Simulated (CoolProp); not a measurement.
A Linde-Hampson liquefier for ethane: isothermal reversible compression at 320 K from 1 atm to 40 MPa, throttling to 1 atm, return gas leaving the recuperator 2 K below the feed. Each further row changes one setting.

The numbers come from the reference Helmholtz-energy equation of state, Bücker 2006 in CoolProp.

```tsv
case	liquid yield per pass	compression work (kJ/kg of gas)
as stated	?	414
high pressure 80 MPa	0.407	?
warm-end temperature 350 K	?	?
warm-end gap 7 K	?	414
```

Fill in the missing entries.


- as stated, liquid yield per pass: 0.458
- high pressure 80 MPa, compression work (kJ/kg of gas): 499
- warm-end temperature 350 K, liquid yield per pass: 0.389
- warm-end temperature 350 K, compression work (kJ/kg of gas): 482
- warm-end gap 7 K, liquid yield per pass: 0.451
